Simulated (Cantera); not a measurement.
Cantera run:

```python
import numpy as np
import cantera as ct

gas_names = """
    C CH CH2 CH3 CH2OH CH3O CH4 CH3OH CN CO CO2 COOH C2 C2H CHCO,ketyl C2H2,acetylene C2H2,vinylidene
    CH2CO,ketene C2H3,vinyl CH3CN CH3CO,acetyl C2H4 C2H4O,ethylen CH3CHO,ethanal CH3COOH (HCOOH)2 C2H5
    C2H6 CH3OCH3 C2H5OH CCN CNC C2N2 C2O C3 C3H3,propargyl C3H4,allene C3H4,propyne C3H4,cyclo-
    C3H5,allyl C3H6,propylene C3H6,cyclo- C3H6O C3H7,n-propyl C3H7,i-propyl C3H8 C3H8O,1propanol
    C3H8O,2propanol C3O2 C4 C4H2 C4H4,1,3-cyclo- C4H6,butadiene C4H6,2-butyne C4H6,cyclo- C4H8,1-butene
    C4H8,cis2-buten C4H8,tr2-butene C4H8,isobutene C4H8,cyclo- (CH3COOH)2 C4H9,n-butyl C4H9,i-butyl
    C4H9,s-butyl C4H9,t-butyl C4H10,isobutane C4H10,n-butane C4N2 C5 C5H6,1,3cyclo- C5H8,cyclo-
    C5H10,1-pentene C5H10,cyclo- C5H11,pentyl C5H11,t-pentyl C5H12,n-pentane C5H12,i-pentane
    CH3C(CH3)2CH3 C6H2 C6H5,phenyl C6H5O,phenoxy C6H6 C6H5OH,phenol C6H10,cyclo- C6H12,1-hexene
    C6H12,cyclo- C6H13,n-hexyl C7H7,benzyl C7H8 C7H8O,cresol C7H14,1-heptene C7H15,n-heptyl
    C7H16,n-heptane C8H8,styrene C8H10,ethylbenz C8H16,1-octene C8H17,n-octyl C8H18,isooctane
    C8H18,n-octane C9H19,n-nonyl C10H8,naphthale C10H21,n-decyl C12H9,o-bipheny C12H10,bipheny H HCN HCO
    HCCN HNC HNCO HNO HNO2 HNO3 HO2 H2 HCHO,formaldehy HCOOH H2O H2O2 N NCO NH NH2 NH3 NH2OH NO NO2 NO3
    N2 N2H2 N2H4 N2O O OH O2 O3 Si SiC SiC2 SiC4H12 SiH SiH2 SiH3 SiH4 SiN SiO SiO2 Si2 Si2C Si2N Si3
""".split()
cond_names = """
    C(gr) C6H6(L) C7H8(L) C8H18(L),n-octa H2O(s) H2O(L) Si(cr) Si(L) SiC(b) SiO2(Lqz) SiO2(hqz) SiO2(L)
    Si2N2O(s) Si3N4(a)
""".split()


def load(file, names, dense=False):
    # The tables refer to 1 bar. Condensed volumes are neglected.
    table = {s.name: s for s in ct.Species.list_from_file(file)}
    out = []
    for n in names:
        d = dict(table[n].input_data)
        d["thermo"] = dict(d["thermo"], **{"reference-pressure": 1e5})
        if dense:
            d["equation-of-state"] = {"model": "constant-volume", "density": "1e6 g/cm^3"}
        out.append(ct.Species.from_dict(d))
    return out


gas = ct.Solution(thermo="ideal-gas", species=load("nasa_gas.yaml", gas_names))
cond = {s.name: ct.Solution(thermo="fixed-stoichiometry", species=[s], name=s.name)
        for s in load("nasa_condensed.yaml", cond_names, dense=True)}
atoms = {
    'SiC': {'Si': 1, 'C': 1},
    'N2O': {'N': 2, 'O': 1},
    'H2': {'H': 2},
    'CO2': {'C': 1, 'O': 2},
}
top_T = {'C(gr)': 4500, 'SiC(b)': 3050, 'Si2N2O(s)': 2100, 'Si3N4(a)': 2400}  # K; cautious upper limits of use, not melting points


def equilibrate(T, P, feed):
    n = {}
    for name, mol in feed.items():
        for a, k in atoms[name].items():
            n[a] = n.get(a, 0.0) + k * mol
    gas.TPX = T, P, n
    mass = sum(n.values()) * gas.mean_molecular_weight
    gas.equilibrate("TP")
    valid = [c for c in cond.values() if c.min_temp <= T <= top_T.get(c.name, c.max_temp)]
    mix = ct.Mixture([(gas, mass / gas.mean_molecular_weight)] + [(c, 0.0) for c in valid])
    mix.T, mix.P = T, P
    mix.equilibrate("TP", solver="vcs", rtol=1e-11, max_steps=5000)
    return mix


results = []
feed = {'SiC': 1, 'N2O': 0.053, 'H2': 100, 'CO2': 0.088}  # mol
P = 1.5  # Pa
for T in [925, 1025, 1125, 1225, 1325, 1425, 1525, 1625, 1725, 1825, 1925]:
    mix = equilibrate(T, P, feed)
    results.append((T, P, feed, dict(zip(mix.species_names, mix.species_moles))))

top = {s: max(r[3][s] / sum(r[3][g] for g in gas_names) for r in results) for s in gas_names}
cols = sorted((s for s in top if top[s] > 0.0001), key=lambda s: -top[s])[:6]
seen = [c for c in cond_names if any(r[3].get(c, 0) > 1e-12 for r in results)]
print("log10 of partial pressures in bar; condensed amounts in mol")
print(f"{'T/K':>10s}" + "".join(f"{s[:9]:>10s}" for s in cols + seen))
for T, P, feed, n in results:
    ng = sum(n[g] for g in gas_names)
    print(f"{T:10.4g}" + "".join(f"{np.log10(max(n[s] / ng * P / 1e5, 1e-99)):10.3f}" for s in cols)
          + "".join(f"{n.get(c, 0):10.4g}" for c in seen))
```

Result:

```
log10 of partial pressures in bar; condensed amounts in mol
       T/K        H2         H        Si        CO       SiO        N2     C(gr)    SiC(b) SiO2(hqz) Si2N2O(s)
       925    -4.824   -11.996   -21.367    -8.193   -12.615   -12.052    0.2175    0.8274   0.06663   0.05299
      1025    -4.825   -10.773   -18.452    -7.565   -11.459    -9.048         0    0.9059         0   0.04702
      1125    -4.825    -9.765   -15.125    -7.568    -9.163    -8.868         0    0.9075         0   0.04394
      1225    -4.825    -8.919   -12.684    -7.625    -7.977    -8.101         0    0.9295         0         0
      1325    -4.825    -8.199   -11.140    -7.625    -7.977    -8.101         0    0.9295         0         0
      1425    -4.826    -7.579    -9.817    -7.624    -7.980    -8.102         0    0.9289         0         0
      1525    -4.828    -7.040    -8.695    -7.608    -8.022    -8.103         0    0.9225         0         0
      1625    -4.833    -6.568    -7.905    -7.527    -8.376    -8.109         0    0.8861         0         0
      1725    -4.847    -6.154    -7.649    -7.480    -9.595    -8.142         0    0.8404         0         0
      1825    -4.879    -5.795    -6.911    -7.496    -9.720    -8.195    0.6796   0.08524         0         0
      1925    -4.937    -5.488    -6.896    -7.520   -10.380    -8.256    0.6979         0         0         0
```

Equilibrium computed with Cantera from the NASA thermochemical tables; the gas is ideal and each condensed phase is pure. Mutual solubility and eutectic melting of coexisting phases are not modelled.
